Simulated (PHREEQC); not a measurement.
A solution holds 14 mmol/kgw K2SO4, at 25 °C. Closed to the air; pH follows from the charge balance.

Computed with PHREEQC (ion-association model, phreeqc.dat).

- ionic strength: 0.0397 mol/kgw
- specific conductance: 3370 µS/cm

```json
[
 {"species": "K+", "molality": "0.0268", "activity": "0.0222", "log γ": "-0.082"},
 {"species": "SO4-2", "molality": "0.0128", "activity": "0.00632", "log γ": "-0.308"},
 {"species": "KSO4-", "molality": "0.00117", "activity": "0.000986", "log γ": "-0.075"},
 {"species": "OH-", "molality": "1.52e-7", "activity": "1.26e-7", "log γ": "-0.083"},
 {"species": "H+", "molality": "9.31e-8", "activity": "8.04e-8", "log γ": "-0.064"},
 {"species": "HSO4-", "molality": "5.91e-8", "activity": "4.94e-8", "log γ": "-0.079"}
]
```

No solid was allowed to form. Complexes and solids missing from the database can't appear.
